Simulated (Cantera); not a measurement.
A closed system holds: 1 mol Ti, 0.032 mol O2, 27 mol H2, at 1400 °C and 0.00290 bar.

These are equilibrium values from Cantera (NASA tables, ideal gas, pure condensed phases), not measurements of a reactor. Candidate condensed phases: H2O, Ti, TiO, TiO2, Ti2O3, Ti3O5, Ti4O7; 12 gas species. Mutual solubility and eutectic melting of coexisting phases are not modelled. TiO: taken at fixed stoichiometry. Condensed phases not in the tables: N, O or C dissolved in the metal. Kinetics and transport are ignored.

### Question
What is the equilibrium state?

### Answer
| Property | Result |
|---|---|
| x(H2) | 0.998 |
| x(H) | 0.00211 |
| x(Ti) | 1.66e-5 |
| n(Ti(β)) | 0.936 mol |
| n(TiO(s)) | 0.0640 mol |
| gas amount | 27.03 mol |
| log10 activity of Ti2O3(s) (absent) | -2.79 |
| log10 activity of Ti3O5(s) (absent) | -6.28 |
| log10 activity of Ti4O7(s) (absent) | -10.20 |
